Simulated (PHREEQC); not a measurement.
A made-up water analysis in mg/L, 25 °C, pH 3.83, pe 9.2: Na 41.1; K 11.1; Ca 87.3; Mg 12.6; Cl 17.1; S(6) as SO4 347; O(0) (dissolved oxygen) 0.521.

Valence states are taken as typed.

All values are PHREEQC results (ion-association model, phreeqc.dat), not measurements.

No solid was allowed to form.

Problem. Estimate the ionic strength, specific conductance, charge-balance error.

Solution. ionic strength 0.0118 mol/kgw; specific conductance 826 µS/cm; charge-balance error -0.4 %.

Problem. In which forms is S present?

Solution. SO4-2 84 %, CaSO4 11 %, MgSO4 3.3 %, HSO4- 0.9 % of the S.
